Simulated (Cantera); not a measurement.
Input (Python, Cantera):

```python
import numpy as np
import cantera as ct

gas = ct.Solution("gri30.yaml")


def delay(T, t_max=10):
    gas.TPX = T, 1000000, {'CH4': 1, 'CO': 0.42, 'O2': 1.05, 'N2': 3.96}
    reactor = ct.IdealGasConstPressureReactor(gas, clone=False)
    net = ct.ReactorNet([reactor])
    net.rtol, net.atol = 1e-8, 1e-16
    while net.time < t_max:
        t_old, T_old = net.time, reactor.T
        net.step()
        if reactor.T > T + 400:  # ignition: a rise of 400 K
            return t_old + (T + 400 - T_old) / (reactor.T - T_old) * (net.time - t_old)
    return np.nan


taus = []
for T in [1300, 1400, 1500, 1600, 1700, 1800, 1900]:
    taus.append(delay(T))
    print(f"T0 = {T:6g} K   tau = {taus[-1]:.4e} s")
```

Output:

```
T0 =   1300 K   tau = 3.3934e-03 s
T0 =   1400 K   tau = 1.0054e-03 s
T0 =   1500 K   tau = 3.3014e-04 s
T0 =   1600 K   tau = 1.1888e-04 s
T0 =   1700 K   tau = 4.7195e-05 s
T0 =   1800 K   tau = 2.0858e-05 s
T0 =   1900 K   tau = 1.0291e-05 s
```

Computed with Cantera and GRI-Mech 3.0 (53 species, 325 reactions).
